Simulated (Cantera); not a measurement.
An isothermal, constant-pressure homogeneous reactor starts with 10.7 % H2, 89.3 % O2, at 1075 K and 0.00385 atm.

Computed with Cantera and GRI-Mech 3.0 (53 species, 325 reactions). Radical loss at walls, strong at low pressure, is not modelled. The temperature is held fixed by assumption; the heat of reaction is taken as removed at once.

x: mole fraction; the columns are a selection and need not sum to one.

| t (s) | x H2 | x O2 | x H | x H2O | x O |
|---|---|---|---|---|---|
| 1.00e-5 | 0.107 | 0.893 | 1.80e-11 | <1e-12 | <1e-12 |
| 3.22e-5 | 0.107 | 0.893 | 5.61e-11 | <1e-12 | 2.96e-12 |
| 0.000104 | 0.107 | 0.893 | 1.68e-10 | 6.87e-12 | 2.81e-11 |
| 0.000334 | 0.107 | 0.893 | 5.27e-10 | 1.63e-10 | 2.46e-10 |
| 0.00107 | 0.107 | 0.893 | (withheld) | (withheld) | (withheld) |
| 0.00346 | 0.107 | 0.893 | 3.33e-7 | 6.51e-7 | 3.22e-7 |
| 0.0111 | 0.0239 | 0.845 | 0.0340 | 0.0630 | 0.0278 |
| 0.0359 | 0.00268 | 0.834 | 0.0264 | 0.0906 | 0.0422 |
| 0.116 | 0.00168 | 0.857 | 0.0119 | 0.101 | 0.0245 |
| 0.372 | 0.000425 | 0.880 | 0.00141 | 0.111 | 0.00591 |
| 1.20 | 4.37e-5 | 0.886 | 4.60e-5 | 0.113 | 0.000606 |
| 3.86 | 4.46e-6 | 0.887 | 1.54e-6 | 0.113 | 6.28e-5 |
| 12.4 | 6.58e-7 | 0.887 | 8.93e-8 | 0.113 | 9.42e-6 |
| 40.0 | (withheld) | 0.887 | (withheld) | 0.113 | (withheld) |

### Question
Some entries are withheld; supply them.

### Answer

- 0.00107, x H: 3.19e-9
- 0.00107, x H2O: 3.98e-9
- 0.00107, x O: 2.74e-9
- 40.0, x H2: 1.32e-7
- 40.0, x H: 8.15e-9
- 40.0, x O: 1.91e-6
